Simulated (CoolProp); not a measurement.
Vapour-liquid equilibrium of diethyl ether (1) + ethanol (2) at 7.75 bar; x and y are mole fractions of (1).

The numbers come from the multi-fluid Helmholtz-energy mixture model, Thol 2014 and Schroeder 2014; pair parameters Bell 2016 in CoolProp.

| x | bubble temperature, mixture model (K) | bubble temperature, Raoult's law (K) | y, mixture model | y, Raoult's law |
|---|---|---|---|---|
| 0.05 | 410.2 | 412.3 | … | 0.094 |
| 0.2 | 400.4 | 406.9 | … | 0.342 |
| 0.35 | … | 401.6 | 0.580 | 0.540 |
| 0.5 | 389.1 | 396.5 | 0.689 | 0.696 |
| 0.65 | … | 391.5 | 0.774 | 0.817 |
| 0.8 | … | 386.7 | 0.859 | 0.910 |
| 0.95 | 381.2 | 382.2 | … | 0.980 |

Task: Some entries are withheld; supply them.

Result: 
- 0.05, y, mixture model: 0.132
- 0.2, y, mixture model: 0.414
- 0.35, bubble temperature, mixture model (K): 393.7
- 0.65, bubble temperature, mixture model (K): 385.8
- 0.8, bubble temperature, mixture model (K): 383.2
- 0.95, y, mixture model: 0.959

The largest gap from Raoult's law is -7.9 K in bubble temperature, at x = 0.35. No azeotrope shows between x = 0.05 and 0.95.

Pair parameters are fitted to limited data, so mixtures are less certain than the pure fluids.
